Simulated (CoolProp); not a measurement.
The numbers come from the reference Helmholtz-energy equation of state, Thol 2021 in CoolProp.

Problem. Give the vapour pressure (bar), liquid density (kg/m³), vapour density (kg/m³), enthalpy of vaporisation (kJ/kg) of saturated chlorine at 275.5, 313 K.

Solution. 
```
T (K)  p (bar)  liquid density (kg/m³)  vapour density (kg/m³)  enthalpy of vaporisation (kJ/kg)
-----  -------  ----------------------  ----------------------  --------------------------------
275.5     3.97                    1460                    13.2                               264
313       11.4                    1350                    36.0                               236
```
